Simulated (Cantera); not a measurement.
Input: 1 mol CH3Cl, 3.6 mol H2, equilibrated at 5.10 Pa.

These are equilibrium values from Cantera (NASA tables, ideal gas, pure condensed phases), not measurements of a reactor. Candidate condensed phases: C, C6H6, C7H8, C8H18; 91 gas species. Rates play no part. All values below are at 2723 K.

Base state: H 0.858, Cl 0.0849, C 0.0231, C3 0.0180, H2 0.00979, C2 0.00406, HCl 0.00140, C2H 0.000439 (mole fractions); condensed: gas only.

**Question.** What changes in the equilibrium state with this change: pressure from 5.10 Pa to 97.0 Pa?

**Answer.** 
```tsv
species	before	after
H	0.858	0.738
H2	0.00979	0.138
Cl	0.0849	0.0807
HCl	0.00140	0.0217
C	0.0231	0.00286
C3	0.0180	0.0123
C4H2	8.73e-8	3.75e-5
C2H2 (acetylene)	4.53e-5	0.00352
C2H	0.000439	0.00209
C(graphite), mol	0	0.472
```
